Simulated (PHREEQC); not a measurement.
Dissolve 0.0051 mol NaOH and 5.49e-05 mol Na2SiO3 per kg of water at 25 °C. Closed to the air; pH follows from the charge balance.

The numbers come from PHREEQC with the ion-association model, phreeqc.dat.

```yaml
pH: 11.67
ionic_strength: 0.00521 mol/kgw
specific_conductance: 1210 µS/cm
total_alkalinity: 5.21 meq/kg
```

```json
[
 {"species": "Na+", "molality": "0.00521", "activity": "0.00483", "log γ": "-0.033"},
 {"species": "OH-", "molality": "0.00515", "activity": "0.00477", "log γ": "-0.034"},
 {"species": "H3SiO4-", "molality": "5.21e-5", "activity": "4.82e-5", "log γ": "-0.034"},
 {"species": "H2SiO4-2", "molality": "2.09e-6", "activity": "1.55e-6", "log γ": "-0.131"},
 {"species": "H4SiO4", "molality": "6.94e-7", "activity": "6.95e-7", "log γ": "0.001"}
]
```

This is a speciation only: nothing precipitates in the calculation. Species that the database lacks are ignored.
